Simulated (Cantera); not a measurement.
A perfectly stirred reactor is fed with CH4 : H2 = 1 : 16 (molar parts), at 14.3 Torr; it is held at 1800 K, and followed from long to short residence time.

Detailed kinetics in Cantera: GRI-Mech 3.0 (53 species, 325 reactions). GRI-Mech 3.0 stops at C3 and has no aromatics, soot or wall deposition, so with more carbon than oxygen in the feed, carbon stays in small species such as C2H2 where larger ones or solid carbon would form. Radical loss at walls, strong at low pressure, is not modelled.

Problem. Predict: x(CH4) at τ = 0.330 s; x(H2) at τ = 0.330 s; x(CH3) at τ = 0.330 s; x(H) at τ = 0.330 s; x(CH2) at τ = 0.330 s; x(CH4) at τ = 7.80 ms; x(H2) at τ = 7.80 ms; x(CH3) at τ = 7.80 ms; x(H) at τ = 7.80 ms; x(CH2) at τ = 7.80 ms.

Solution. 
```json
{
 "x(CH4) at τ = 0.330 s": "0.0220",
 "x(H2) at τ = 0.330 s": "0.958",
 "x(CH3) at τ = 0.330 s": "0.000851",
 "x(H) at τ = 0.330 s": "0.00184",
 "x(CH2) at τ = 0.330 s": "1.54e-6",
 "x(CH4) at τ = 7.80 ms": "0.0573",
 "x(H2) at τ = 7.80 ms": "0.941",
 "x(CH3) at τ = 7.80 ms": "0.000769",
 "x(H) at τ = 7.80 ms": "0.000629",
 "x(CH2) at τ = 7.80 ms": "4.98e-7"
}
```
